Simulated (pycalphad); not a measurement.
An equivalent pycalphad script:

```python
from pycalphad import Database, equilibrium, calculate, variables as v
import numpy as np
db = Database('COST507.tdb')
comps = ['AL', 'SI', 'FE', 'VA']
phases = ['AL13FE4', 'AL2FE', 'AL5FE2', 'AL5FE4', 'ALFESI_ALPHA', 'ALFESI_BETA', 'ALFESI_DELTA', 'ALFESI_GAMMA', 'ALFESI_TAU1', 'ALFESI_TAU3', 'BCC_B2', 'DIAMOND_A4', 'FCC_A1', 'FE2SI', 'FE5SI3', 'FESI', 'FESI2_H', 'FESI2_L', 'LIQUID']
eq = equilibrium(db, comps, phases, {v.X('SI'): 0.0462, v.X('FE'): 0.0377, v.T: np.arange(1850, 499, -50), v.P: 101325, v.N: 1}, output=['HM', 'SM'])
```

Computed with pycalphad from the COST 507 light-alloy database (1999), at 1 atm. The data set is of 1999 and partly superseded. Amounts are mole fractions of atoms.

Results at three of the temperatures:

```
T = 1750.00 K, P = 101325 Pa, N = 1 mol of atoms
G = -111104 J/mol, H = 52692 J/mol, S = 93.60 J/(mol K)  (SER reference)
chemical potentials (J/mol): Al -106475, Si -131681, Fe -198385
phase             fraction      x(Al)      x(Si)      x(Fe)
LIQUID              1.0000     0.9161     0.0462     0.0377
```

```
T = 1000.00 K, P = 101325 Pa, N = 1 mol of atoms
G = -47017 J/mol, H = 27540 J/mol, S = 74.56 J/(mol K)  (SER reference)
chemical potentials (J/mol): Al -43312, Si -47336, Fe -136658
phase             fraction      x(Al)      x(Si)      x(Fe)
LIQUID              0.9308     0.9280     0.0492     0.0228
AL13FE4             0.0692     0.7558     0.0061     0.2380
```

```
T = 950.00 K, P = 101325 Pa, N = 1 mol of atoms
G = -43345 J/mol, H = 25375 J/mol, S = 72.34 J/(mol K)  (SER reference)
chemical potentials (J/mol): Al -39586, Si -41682, Fe -136723
phase             fraction      x(Al)      x(Si)      x(Fe)
LIQUID              0.9000     0.9338     0.0507     0.0155
AL13FE4             0.1000     0.7572     0.0053     0.2375
```

Changes of the phase set, refined by bisection:

```
T (K)                      phases above                      phases below
------  -------------------------------  --------------------------------
1076.6                           liquid                  AL13FE4 + liquid
937.7                  AL13FE4 + liquid   AL13FE4 + ALFESI_ALPHA + liquid
916.9   AL13FE4 + ALFESI_ALPHA + liquid             ALFESI_ALPHA + liquid
902.4             ALFESI_ALPHA + liquid       ALFESI_ALPHA + fcc + liquid
892.6       ALFESI_ALPHA + fcc + liquid        ALFESI_BETA + fcc + liquid
865.7        ALFESI_BETA + fcc + liquid                 ALFESI_BETA + fcc
817.3                 ALFESI_BETA + fcc  ALFESI_BETA + diamond (Si) + fcc
```

Database names, with the compositions (at.%) that they take in these runs: AL13FE4: Al 75 Fe 24 Si 1; ALFESI_ALPHA: Al 73 Fe 19 Si 8; ALFESI_BETA: Al 70 Si 15 Fe 15.
